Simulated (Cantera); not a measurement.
Input (Python, Cantera) and output of one run.

```python
import numpy as np
import cantera as ct

gas_names = """
    CL CL2 H HCL H2 Si SiCL SiCL2 SiCL3 SiCL4 SiH SiHCL3 SiH2 SiH2CL2 SiH3 SiH3CL SiH4 Si2 Si3
""".split()
cond_names = """
    Si(cr) Si(L)
""".split()


# ... load() reads the species with a 1 bar reference pressure and builds the phases ...
atoms = {
    'Si': {'Si': 1},
    'H2': {'H': 2},
    'HCl': {'H': 1, 'CL': 1},
}
top_T = {}  # K; cautious upper limits of use, not melting points


# ... equilibrate(T, P, feed) seeds the gas with the atoms and calls Mixture.equilibrate('TP', solver="vcs", rtol=1e-11, max_steps=5000) ...
results = []
feed = {'Si': 1, 'H2': 0.36, 'HCl': 1.6}  # mol
P = 100000  # Pa
for T in [500, 575, 650, 725, 800, 875, 950, 1025, 1100, 1175, 1250]:
    mix = equilibrate(T, P, feed)
    results.append((T, P, feed, dict(zip(mix.species_names, mix.species_moles))))

top = {s: max(r[3][s] / sum(r[3][g] for g in gas_names) for r in results) for s in gas_names}
cols = sorted((s for s in top if top[s] > 1e-06), key=lambda s: -top[s])[:9]
seen = [c for c in cond_names if any(r[3].get(c, 0) > 1e-12 for r in results)]
print("log10 of partial pressures in bar; condensed amounts in mol")
print(f"{'T/K':>10s}" + "".join(f"{s[:9]:>10s}" for s in cols + seen))
for T, P, feed, n in results:
    ng = sum(n[g] for g in gas_names)
    print(f"{T:10.4g}" + "".join(f"{np.log10(max(n[s] / ng * P / 1e5, 1e-99)):10.3f}" for s in cols)
          + "".join(f"{n.get(c, 0):10.4g}" for c in seen))
```

Output:

```
log10 of partial pressures in bar; condensed amounts in mol
       T/K        H2     SiCL4    SiHCL3       HCL     SiCL3     SiCL2   SiH2CL2    SiH3CL    Si(cr)
       500    -0.148    -0.727    -1.003    -5.670    -8.296   -11.835    -2.744    -5.250    0.5609
       575    -0.148    -0.722    -1.017    -4.681    -6.848    -9.633    -2.647    -4.998    0.5617
       650    -0.147    -0.718    -1.031    -3.925    -5.736    -7.945    -2.580    -4.816    0.5626
       725    -0.147    -0.714    -1.044    -3.327    -4.856    -6.611    -2.532    -4.679    0.5635
       800    -0.147    -0.711    -1.057    -2.844    -4.143    -5.531    -2.497    -4.573    0.5647
       875    -0.147    -0.709    -1.070    -2.446    -3.555    -4.639    -2.470    -4.489    0.5662
       950    -0.149    -0.709    -1.084    -2.113    -3.063    -3.893    -2.451    -4.422    0.5682
      1025    -0.151    -0.713    -1.099    -1.832    -2.646    -3.260    -2.439    -4.368     0.571
      1100    -0.156    -0.723    -1.118    -1.592    -2.293    -2.719    -2.435    -4.328    0.5742
      1175    -0.163    -0.742    -1.145    -1.388    -1.993    -2.254    -2.439    -4.300    0.5769
      1250    -0.174    -0.776    -1.183    -1.215    -1.743    -1.856    -2.456    -4.287    0.5773
```

Cantera equilibrium calculation (NASA polynomials, part measured and part estimated; ideal gas, pure solids and liquids). The tables' values for SiCl3 are old estimates; treat these amounts as uncertain.
